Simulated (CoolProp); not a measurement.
Vapour-liquid equilibrium of R143a (1) + R152A (2) at 0.0606 MPa; x and y are mole fractions of (1).

Values from CoolProp's multi-fluid Helmholtz-energy mixture model, Lemmon and Jacobsen 2000 and Outcalt 1996; pair parameters Bell 2016.

### Question
Give the bubble temperature and the first vapour's composition at x = 0.05, 0.35, 0.875. Is there an azeotrope?

### Answer
x = 0.05: -37.6 °C, y = 0.160; x = 0.35: -47.4 °C, y = 0.640; x = 0.875: -56.0 °C, y = 0.949. No azeotrope shows between x = 0.05 and 0.95.

Pair parameters are fitted to limited data, so mixtures are less certain than the pure fluids.
